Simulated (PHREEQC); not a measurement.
30 mol of Gypsum (CaSO4:2H2O) is brought to equilibrium with 1 kg of water holding 0.2 mol/kgw CaCl2, at several temperatures. Oxygen alone is held at its pressure in air (log pO2 = -0.68). CO2 from the air is kept out. Solids allowed: Gypsum. Others were left out.

Computed with PHREEQC (ion-association model, phreeqc.dat).

```json
[
 {"T (°C)": "5", "dissolved Ca (mol/kgw)": "0.206", "dissolved S (mol/kgw)": "0.00578"},
 {"T (°C)": "17", "dissolved Ca (mol/kgw)": "0.206", "dissolved S (mol/kgw)": "…"},
 {"T (°C)": "23", "dissolved Ca (mol/kgw)": "0.207", "dissolved S (mol/kgw)": "…"},
 {"T (°C)": "29", "dissolved Ca (mol/kgw)": "0.207", "dissolved S (mol/kgw)": "…"},
 {"T (°C)": "41", "dissolved Ca (mol/kgw)": "0.207", "dissolved S (mol/kgw)": "…"},
 {"T (°C)": "53", "dissolved Ca (mol/kgw)": "0.207", "dissolved S (mol/kgw)": "…"},
 {"T (°C)": "59", "dissolved Ca (mol/kgw)": "0.207", "dissolved S (mol/kgw)": "0.00727"},
 {"T (°C)": "65", "dissolved Ca (mol/kgw)": "0.207", "dissolved S (mol/kgw)": "0.00716"},
 {"T (°C)": "77", "dissolved Ca (mol/kgw)": "0.207", "dissolved S (mol/kgw)": "…"},
 {"T (°C)": "89", "dissolved Ca (mol/kgw)": "0.206", "dissolved S (mol/kgw)": "0.00636"},
 {"T (°C)": "95", "dissolved Ca (mol/kgw)": "0.206", "dissolved S (mol/kgw)": "0.00610"}
]
```

Complete the blanks.


- 17, dissolved S (mol/kgw): 0.00653
- 23, dissolved S (mol/kgw): 0.00682
- 29, dissolved S (mol/kgw): 0.00705
- 41, dissolved S (mol/kgw): 0.00731
- 53, dissolved S (mol/kgw): 0.00734
- 77, dissolved S (mol/kgw): 0.00681

Complexes and solids missing from the database can't appear. At this temperature some constants are extrapolated from 25 °C, and those without enthalpy data are left unchanged. Outside its range of stability a hydrate's values are those of a metastable solid.
